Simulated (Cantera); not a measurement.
SiCl4 + Cl2 + H2 (chlorosilane synthesis and conversion)

Feed: 1 mol SiCl4, 2.7 mol Cl2, a varied amount of H2, at 902 °C and 15000 Pa.

Equilibrium computed with Cantera from the NASA thermochemical tables; the gas is ideal and each condensed phase is pure. Candidate condensed phases: Si; 19 gas species. The tables' values for SiCl3 are old estimates; treat these amounts as uncertain. Kinetics and transport are ignored.

From 0.39 mol H2 to 16 mol H2 nothing is condensed. The main Si-bearing gas is SiCl4 throughout.

| n(H2) (mol) | log p HCl | log p H2 | log p Cl2 | log p SiCl4 | log p Cl | log p SiHCl3 |
|---|---|---|---|---|---|---|
| 0.39 | -1.55 | -11.07 | -1.08 | -1.44 | -2.98 | -12.59 |
| 0.56 | -1.41 | -10.74 | -1.13 | -1.45 | -3.00 | -12.42 |
| 0.82 | -1.27 | -10.38 | -1.21 | -1.48 | -3.05 | -12.22 |
| 1.2 | -1.14 | -9.99 | -1.34 | -1.52 | -3.11 | -11.99 |
| 1.7 | -1.03 | -9.55 | -1.56 | -1.56 | -3.22 | -11.71 |
| 2.5 | -0.92 | -8.57 | -2.33 | -1.62 | -3.60 | -10.89 |
| 3.7 | -0.96 | -1.70 | -9.28 | -1.70 | -7.08 | -4.06 |
| 5.3 | -1.04 | -1.37 | -9.78 | -1.79 | -7.33 | -3.73 |
| 7.7 | -1.15 | -1.18 | -10.17 | -1.89 | -7.52 | -3.56 |
| 11 | -1.25 | -1.07 | -10.49 | -2.01 | -7.69 | -3.46 |
| 16 | -1.38 | -1.00 | -10.82 | -2.15 | -7.85 | -3.40 |
log p: log10 of the partial pressure in bar; nothing condenses.
